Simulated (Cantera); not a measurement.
A perfectly stirred reactor is fed with H2 : O2 : N2 = 0.62 : 1 : 1.1 (molar parts), at 0.210 bar; it is held at 925 K, and followed from long to short residence time.

Computed with Cantera and the H2/O2 subset of GRI-Mech 3.0, which has no nitrogen chemistry. Below about 950 K walls govern HO2 and H2O2 in real vessels. The temperature is held fixed by assumption; the heat of reaction is taken as removed at once.

**Question.** What does this change do: pressure from 0.210 bar to 75.0 Torr?

**Answer.** 
```csv
quantity,before,after
x(H2) at τ = 0.330 s,0.0336,0.00667
x(O2) at τ = 0.330 s,0.298,0.289
x(OH) at τ = 0.330 s,6.69e-6,8.15e-5
x(HO2) at τ = 0.330 s,0.000103,4.08e-5
x(H2O) at τ = 0.330 s,0.219,0.250
x(H2) at τ = 5.40 ms,0.0560,0.0396
x(O2) at τ = 5.40 ms,0.306,0.299
x(OH) at τ = 5.40 ms,0.000222,0.000720
x(HO2) at τ = 5.40 ms,0.000124,6.46e-5
x(H2O) at τ = 5.40 ms,0.194,0.211
```
Radical loss at walls, strong at low pressure, is not modelled.

**Question.** What does this change do: temperature 925 to 1048 K?

**Answer.** 
| quantity | before | after |
|---|---|---|
| x(H2) at τ = 0.330 s | 0.0336 | 0.00154 |
| x(O2) at τ = 0.330 s | 0.298 | 0.287 |
| x(OH) at τ = 0.330 s | 6.69e-6 | 0.000136 |
| x(HO2) at τ = 0.330 s | 0.000103 | 2.95e-5 |
| x(H2O) at τ = 0.330 s | 0.219 | 0.255 |
| x(H2) at τ = 5.40 ms | 0.0560 | 0.0137 |
| x(O2) at τ = 5.40 ms | 0.306 | 0.290 |
| x(OH) at τ = 5.40 ms | 0.000222 | 0.000849 |
| x(HO2) at τ = 5.40 ms | 0.000124 | 8.51e-5 |
| x(H2O) at τ = 5.40 ms | 0.194 | 0.241 |
